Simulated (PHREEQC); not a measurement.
Reverse-osmosis permeate (model solution)

Model water analysis in mmol/kgw, 20 °C, pH 6.6, pe 10.8:

```
constituent           mmol/kgw
--------------------  --------
Na                      0.0966
K                      0.00393
Ca                      0.0196
Mg                      0.0039
Cl                      0.0717
S(6)                    0.0349
Alkalinity (meq/kgw)   0.00791
Pb                    0.000712
Si                    8.68e-05
Zn                    8.76e-05
Li                     0.00258
```

Valence states are taken as typed.

Equilibrium calculation in PHREEQC: ion-association model, wateq4f.dat.

```
Property                         Value
--------------------  ----------------
ionic strength        0.000209 mol/kgw
charge-balance error             0.8 %
```

| species | molality | activity | log γ |
|---|---|---|---|
| Na+ | 9.66e-5 | 9.50e-5 | -0.007 |
| Cl- | 7.17e-5 | 7.05e-5 | -0.007 |
| SO4-2 | 3.47e-5 | 3.25e-5 | -0.029 |
| Ca+2 | 1.95e-5 | 1.82e-5 | -0.029 |
| HCO3- | 8.05e-6 | 7.92e-6 | -0.007 |
| CO2 | 4.79e-6 | 4.79e-6 | 0.000 |
| K+ | 3.93e-6 | 3.87e-6 | -0.007 |

No solid was allowed to form.
